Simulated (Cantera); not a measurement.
Input (Python, Cantera) and output of one run.

```python
import numpy as np
import cantera as ct

gas_names = """
    C CH CH2 CH3 CH2OH CH3O CH4 CH3OH CO CO2 COOH C2 C2H CHCO,ketyl C2H2,acetylene C2H2,vinylidene
    CH2CO,ketene C2H3,vinyl CH3CO,acetyl C2H4 C2H4O,ethylen CH3CHO,ethanal CH3COOH (HCOOH)2 C2H5 C2H6
    CH3OCH3 C2H5OH C2O C3 C3H3,propargyl C3H4,allene C3H4,propyne C3H4,cyclo- C3H5,allyl C3H6,propylene
    C3H6,cyclo- C3H6O C3H7,n-propyl C3H7,i-propyl C3H8 C3H8O,1propanol C3H8O,2propanol C3O2 C4 C4H2
    C4H4,1,3-cyclo- C4H6,butadiene C4H6,2-butyne C4H6,cyclo- C4H8,1-butene C4H8,cis2-buten
    C4H8,tr2-butene C4H8,isobutene C4H8,cyclo- (CH3COOH)2 C4H9,n-butyl C4H9,i-butyl C4H9,s-butyl
    C4H9,t-butyl C4H10,isobutane C4H10,n-butane C5 C5H6,1,3cyclo- C5H8,cyclo- C5H10,1-pentene
    C5H10,cyclo- C5H11,pentyl C5H11,t-pentyl C5H12,n-pentane C5H12,i-pentane CH3C(CH3)2CH3 C6H2
    C6H5,phenyl C6H5O,phenoxy C6H6 C6H5OH,phenol C6H10,cyclo- C6H12,1-hexene C6H12,cyclo- C6H13,n-hexyl
    C7H7,benzyl C7H8 C7H8O,cresol C7H14,1-heptene C7H15,n-heptyl C7H16,n-heptane C8H8,styrene
    C8H10,ethylbenz C8H16,1-octene C8H17,n-octyl C8H18,isooctane C8H18,n-octane C9H19,n-nonyl
    C10H8,naphthale C10H21,n-decyl C12H9,o-bipheny C12H10,bipheny H HCO HO2 H2 HCHO,formaldehy HCOOH H2O
    H2O2 O OH O2 O3 Pb PbO Pb2
""".split()
cond_names = """
    C(gr) C6H6(L) C7H8(L) C8H18(L),n-octa H2O(s) H2O(L) Pb(cr) Pb(L) PbO(rd) PbO(yw) PbO(L) PbO2(s)
    Pb3O4(s)
""".split()


def load(file, names, dense=False):
    # The tables refer to 1 bar. Condensed volumes are neglected.
    table = {s.name: s for s in ct.Species.list_from_file(file)}
    out = []
    for n in names:
        d = dict(table[n].input_data)
        d["thermo"] = dict(d["thermo"], **{"reference-pressure": 1e5})
        if dense:
            d["equation-of-state"] = {"model": "constant-volume", "density": "1e6 g/cm^3"}
        out.append(ct.Species.from_dict(d))
    return out


gas = ct.Solution(thermo="ideal-gas", species=load("nasa_gas.yaml", gas_names))
cond = {s.name: ct.Solution(thermo="fixed-stoichiometry", species=[s], name=s.name)
        for s in load("nasa_condensed.yaml", cond_names, dense=True)}
atoms = {
    'PbO': {'Pb': 1, 'O': 1},
    'CO': {'C': 1, 'O': 1},
    'H2': {'H': 2},
}
top_T = {'C(gr)': 4500, 'Pb3O4(s)': 820}  # K; cautious upper limits of use, not melting points


def equilibrate(T, P, feed):
    n = {}
    for name, mol in feed.items():
        for a, k in atoms[name].items():
            n[a] = n.get(a, 0.0) + k * mol
    gas.TPX = T, P, n
    mass = sum(n.values()) * gas.mean_molecular_weight
    gas.equilibrate("TP")
    valid = [c for c in cond.values() if c.min_temp <= T <= top_T.get(c.name, c.max_temp)]
    mix = ct.Mixture([(gas, mass / gas.mean_molecular_weight)] + [(c, 0.0) for c in valid])
    mix.T, mix.P = T, P
    mix.equilibrate("TP", solver="vcs", rtol=1e-11, max_steps=5000)
    return mix


results = []
feed = {'PbO': 1, 'CO': 17, 'H2': 12}  # mol
T = 973  # K
P = 450  # Pa
mix = equilibrate(T, P, feed)
results.append((T, P, feed, dict(zip(mix.species_names, mix.species_moles))))
x = sorted(zip(gas.X, gas.species_names), reverse=True)
print(f"T = {T:g} K  P = {P:g} Pa  gas = {mix.phase_moles(0):.4g} mol")
print("   x: " + "  ".join(f"{s} {v:.3e}" for v, s in x if v > 1e-06))
print("   condensed (mol): " + ("  ".join(f"{mix.phase(i).name} {mix.phase_moles(i):.4g}"
      for i in range(1, mix.n_phases) if mix.phase_moles(i) > 1e-12) or "none"))
```

Result:

```
T = 973 K  P = 450 Pa  gas = 29.06 mol
   x: CO 5.612e-01  H2 4.024e-01  CO2 2.383e-02  H2O 1.059e-02  Pb 1.944e-03  CH4 5.587e-06
   condensed (mol): Pb(L) 0.9435
```

Cantera equilibrium calculation (NASA polynomials, part measured and part estimated; ideal gas, pure solids and liquids).
